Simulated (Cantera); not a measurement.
A perfectly stirred reactor is fed with H2 : O2 : N2 = 1 : 0.714 : 2.69 (molar parts), equivalence ratio 0.70, at 3750 Torr; it is adiabatic with a 498 K inlet, and is followed from long to short residence time, starting on the burning branch (τ in s: 0.031, 0.013, 0.0057, 0.0024, 0.001, 0.00045, 0.00019, 8.3e-05, 3.6e-05).

Detailed kinetics in Cantera: the H2/O2 subset of GRI-Mech 3.0, which has no nitrogen chemistry. The hydrogen kinetics of GRI-Mech 3.0 are dated; newer H2 mechanisms differ, most at raised pressure.

**Question.** What does this change do: pressure from 3750 Torr to 2780 Torr?

**Answer.** 
| quantity | before | after |
|---|---|---|
| blow-out, bracketed by the residence times tried | burning at 36.0 µs, the shortest tried | burning at 36.0 µs, the shortest tried |
| x(H2) at τ = 31.0 ms | 0.000542 | 0.000643 |
| x(O2) at τ = 31.0 ms | 0.0540 | 0.0539 |
| x(H) at τ = 31.0 ms | 5.61e-5 | 7.24e-5 |
| x(H2O2) at τ = 31.0 ms | 4.29e-7 | 3.69e-7 |
| x(OH) at τ = 31.0 ms | 0.00357 | 0.00388 |
| x(H2) at τ = 1.00 ms | 0.00171 | 0.00231 |
| x(O2) at τ = 1.00 ms | 0.0538 | 0.0538 |
| x(H) at τ = 1.00 ms | 0.000267 | 0.000439 |
| x(H2O2) at τ = 1.00 ms | 6.25e-7 | 5.67e-7 |
| x(OH) at τ = 1.00 ms | 0.00555 | 0.00653 |

**Question.** What does this change do: pressure from 3750 Torr to 760 Torr?

**Answer.** 
```
quantity                                                                          before                                   after
------------------------------------------------  --------------------------------------  --------------------------------------
blow-out, bracketed by the residence times tried  burning at 36.0 µs, the shortest tried  burning at 36.0 µs, the shortest tried
x(H2) at τ = 31.0 ms                                                            0.000542                                 0.00155
x(O2) at τ = 31.0 ms                                                              0.0540                                  0.0537
x(H) at τ = 31.0 ms                                                              5.61e-5                                0.000276
x(H2O2) at τ = 31.0 ms                                                           4.29e-7                                 1.88e-7
x(OH) at τ = 31.0 ms                                                             0.00357                                 0.00590
x(H2) at τ = 1.00 ms                                                             0.00171                                 0.00874
x(O2) at τ = 1.00 ms                                                              0.0538                                  0.0543
x(H) at τ = 1.00 ms                                                             0.000267                                 0.00413
x(H2O2) at τ = 1.00 ms                                                           6.25e-7                                 4.04e-7
x(OH) at τ = 1.00 ms                                                             0.00555                                  0.0121
```
